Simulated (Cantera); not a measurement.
An isothermal plug-flow reactor at 625 K and 1.00 bar (inlet), inlet velocity 3.7 m/s, active area per volume 1000 1/m; feed H2 : O2 : N2 = 0.0021 : 0.13 : 0.79 (molar parts), equivalence ratio 0.0081.

Model: Deutschmann's 1995 Pt surface mechanism with GRI-Mech 3.0 gas chemistry, integrated in Cantera. Catalytic surfaces can have several steady states; this one follows from the mechanism file's or the stated starting coverage. Mass transfer to the wall is taken as infinitely fast.

Problem. What does this change do: temperature 625 to 550 K?

Solution. 
| quantity | before | after |
|---|---|---|
| x(H2) at z = 0.0078 m | 0.000830 | 0.000910 |
| x(O2) at z = 0.0078 m | 0.140 | 0.140 |
| x(H2O) at z = 0.0078 m | 0.00145 | 0.00137 |
| θ(free Pt) at the exit | 0.0101 | 0.0101 |
| θ(O*) at the exit | 0.988 | 0.987 |
| θ(OH*) at the exit | 0.00145 | 0.00291 |

Problem. What does this change do: H2 0.0021 to 0.0046 parts?

Solution. 
| quantity | before | after |
|---|---|---|
| x(H2) at z = 0.0078 m | 0.000830 | 0.00103 |
| x(O2) at z = 0.0078 m | 0.140 | 0.139 |
| x(H2O) at z = 0.0078 m | 0.00145 | 0.00396 |
| θ(free Pt) at the exit | 0.0101 | 0.0126 |
| θ(O*) at the exit | 0.988 | 0.985 |
| θ(OH*) at the exit | 0.00145 | 0.00254 |
